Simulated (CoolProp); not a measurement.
The fluoroketone C6F12O (FK-5-1-12) along the isobar 101 kPa: density (kg/m³) from the reference equation and from simpler models built on Tc = 168.7 °C, pc = 1869 kPa, ω = 0.471; each cubic takes its own stable root.

Values from CoolProp's reference Helmholtz-energy equation of state, McLinden 2015.

```json
[
 {"T (°C)": "-46.15", "phase": "liquid", "reference": "1802"},
 {"T (°C)": "-21.25", "phase": "liquid", "reference": "1735"},
 {"T (°C)": "3.65", "phase": "liquid", "reference": "1665"},
 {"T (°C)": "28.55", "phase": "liquid", "reference": "1592"},
 {"T (°C)": "53.55", "phase": "gas", "reference": "12.51"},
 {"T (°C)": "78.45", "phase": "gas", "reference": "11.44"},
 {"T (°C)": "103.35", "phase": "gas", "reference": "10.57"},
 {"T (°C)": "128.25", "phase": "gas", "reference": "9.833"},
 {"T (°C)": "153.25", "phase": "gas", "reference": "9.204"},
 {"T (°C)": "178.15", "phase": "gas", "reference": "8.659"}
]
```

Q: How far does each simpler model (Redlich-Kwong, Soave-Redlich-Kwong) lie from the reference over these 10 states: mean and median of the absolute difference, and the worst?

A: 
- Redlich-Kwong: mean 14.5 %, median 1.3 %, worst -99.2 % at 28.55 °C and 101 kPa
- Soave-Redlich-Kwong: mean 3.8 %, median 0.5 %, worst -9.9 % at -46.15 °C and 101 kPa

At some of these states Redlich-Kwong gives the other phase, because its saturation line lies elsewhere.
